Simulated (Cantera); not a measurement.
Input (Python, Cantera) and output of one run.

```python
import numpy as np
import cantera as ct

gas_names = """
    CL CL2 Fe FeCL FeCL2 FeCL3 Fe2CL4 Fe2CL6
""".split()
cond_names = """
    Fe(a) Fe(c) Fe(d) Fe(L) FeCL2(s) FeCL2(L) FeCL3(s) FeCL3(L)
""".split()


# ... load() reads the species with a 1 bar reference pressure and builds the phases ...
atoms = {
    'Fe': {'Fe': 1},
    'Cl2': {'CL': 2},
}
top_T = {}  # K; cautious upper limits of use, not melting points


# ... equilibrate(T, P, feed) seeds the gas with the atoms and calls Mixture.equilibrate('TP', solver="vcs", rtol=1e-11, max_steps=5000) ...
results = []
feed = {'Fe': 1, 'Cl2': 0.4}  # mol
T = 1400  # K
P = 1333.22  # Pa
mix = equilibrate(T, P, feed)
results.append((T, P, feed, dict(zip(mix.species_names, mix.species_moles))))
x = sorted(zip(gas.X, gas.species_names), reverse=True)
print(f"T = {T:g} K  P = {P:g} Pa  gas = {mix.phase_moles(0):.4g} mol")
print("   x: " + "  ".join(f"{s} {v:.3e}" for v, s in x if v > 1e-05))
print("   condensed (mol): " + ("  ".join(f"{mix.phase(i).name} {mix.phase_moles(i):.4g}"
      for i in range(1, mix.n_phases) if mix.phase_moles(i) > 1e-12) or "none"))
```

Output:

```
T = 1400 K  P = 1333.22 Pa  gas = 0.3995 mol
   x: FeCL2 9.987e-01  Fe2CL4 1.167e-03  FeCL3 1.311e-04  CL 4.409e-05
   condensed (mol): Fe(c) 0.6
```

Method: chemical equilibrium by Gibbs-energy minimisation in Cantera with the NASA 1993 tables (ideal gas, pure condensed phases).
